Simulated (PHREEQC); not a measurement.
Consider water at 20 °C with 0.16 mol NaH2PO4 per kg of water. Closed to the air; pH follows from the charge balance.

The numbers come from PHREEQC with the ion-association model, wateq4f.dat.

Question: The ionic strength comes out as 0.161 mol/kgw. What activity coefficients do H2PO4-, HPO4-2, NaHPO4-, Na+, H+ get?

Answer: H2PO4- 0.76, HPO4-2 0.32, NaHPO4- 0.76, Na+ 0.76, H+ 0.81.

This is a speciation only: nothing precipitates in the calculation. Complexes and solids missing from the database can't appear. H3PO4, which wateq4f.dat lacks, is added to it with the constant of phreeqc.dat.
